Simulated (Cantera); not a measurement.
Cantera run:

```python
import numpy as np
import cantera as ct

gas_names = [...]  # 47 gases of nasa_gas.yaml made of Cl, H, N, O, Si
cond_names = """
    H2O(s) H2O(L) NH4CL(a) NH4CL(b) Si(cr) Si(L) SiO2(Lqz) SiO2(hqz) SiO2(L) Si2N2O(s) Si3N4(a)
""".split()


# ... load() reads the species with a 1 bar reference pressure and builds the phases ...
atoms = {
    'SiCl4': {'Si': 1, 'CL': 4},
    'H2O': {'H': 2, 'O': 1},
    'N2O': {'N': 2, 'O': 1},
}
top_T = {'Si2N2O(s)': 2100, 'Si3N4(a)': 2400}  # K; cautious upper limits of use, not melting points


# ... equilibrate(T, P, feed) seeds the gas with the atoms and calls Mixture.equilibrate('TP', solver="vcs", rtol=1e-11, max_steps=5000) ...
results = []
T = 1373  # K
P = 26000  # Pa
for m in [2.8, 4, 5.6, 7.8, 11, 15, 21]:
    feed = {'SiCl4': 1, 'H2O': m, 'N2O': 34}  # mol
    mix = equilibrate(T, P, feed)
    results.append((T, P, feed, dict(zip(mix.species_names, mix.species_moles))))

top = {s: max(r[3][s] / sum(r[3][g] for g in gas_names) for r in results) for s in gas_names}
cols = sorted((s for s in top if top[s] > 1e-06), key=lambda s: -top[s])[:5]
seen = [c for c in cond_names if any(r[3].get(c, 0) > 1e-12 for r in results)]
print("log10 of partial pressures in bar; condensed amounts in mol")
print(f"{'n(H2O)':>10s}" + "".join(f"{s[:9]:>10s}" for s in cols + seen))
for T, P, feed, n in results:
    ng = sum(n[g] for g in gas_names)
    print(f"{feed['H2O']:10.4g}" + "".join(f"{np.log10(max(n[s] / ng * P / 1e5, 1e-99)):10.3f}" for s in cols)
          + "".join(f"{n.get(c, 0):10.4g}" for c in seen))
```

It prints:

```
log10 of partial pressures in bar; condensed amounts in mol
    n(H2O)        N2        O2       H2O       HCL       CL2 SiO2(hqz)
       2.8    -0.800    -1.104    -2.317    -1.783    -3.115         1
         4    -0.810    -1.113    -2.011    -1.770    -3.398         1
       5.6    -0.822    -1.124    -1.786    -1.771    -3.632         1
       7.8    -0.838    -1.140    -1.601    -1.781    -3.845         1
        11    -0.860    -1.162    -1.435    -1.800    -4.059         1
        15    -0.886    -1.188    -1.302    -1.824    -4.252         1
        21    -0.923    -1.225    -1.175    -1.859    -4.468         1
```

Equilibrium computed with Cantera from the NASA thermochemical tables; the gas is ideal and each condensed phase is pure. The tables hold silica as quartz up to 1696 K and as liquid above; real silica turns to tridymite and cristobalite and melts near 1996 K. Gases not in the tables: Si(OH)4.
